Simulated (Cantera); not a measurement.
An isothermal plug-flow reactor at 725 K and 5.00 bar (inlet), inlet velocity 0.39 m/s, active area per volume 8000 1/m; feed CO : O₂ : N₂ = 0.019 : 0.011 : 0.79 (molar parts), equivalence ratio 0.86.

Detailed kinetics in Cantera: Deutschmann's 1995 Pt surface mechanism with GRI-Mech 3.0 gas chemistry. Catalytic surfaces can have several steady states; this one follows from the mechanism file's or the stated starting coverage. Mass transfer to the wall is taken as infinitely fast.

Problem. What does this change do: area per volume 8000 to 40000 1/m?

Solution. 
| quantity | before | after |
|---|---|---|
| x(CO) at z = 0.008 m | 0.00571 | <1e-12 |
| x(O₂) at z = 0.008 m | 0.00470 | 0.00185 |
| x(H₂O) at z = 0.008 m | <1e-12 | <1e-12 |
| x(CO₂) at z = 0.008 m | 0.0177 | 0.0234 |
| θ(free Pt) at the exit | 0.0404 | 0.0347 |
| θ(O*) at the exit | 0.00160 | 0.965 |

Problem. What does this change do: pressure from 5.00 bar to 15.0 bar?

Solution. 
```tsv
quantity	before	after
x(CO) at z = 0.008 m	0.00571	0.0178
x(O₂) at z = 0.008 m	0.00470	0.0107
x(H₂O) at z = 0.008 m	<1e-12	<1e-12
x(CO₂) at z = 0.008 m	0.0177	0.00544
θ(free Pt) at the exit	0.0404	0.0133
θ(O*) at the exit	0.00160	0.00116
θ(CO*) at the exit	0.958	0.986
```
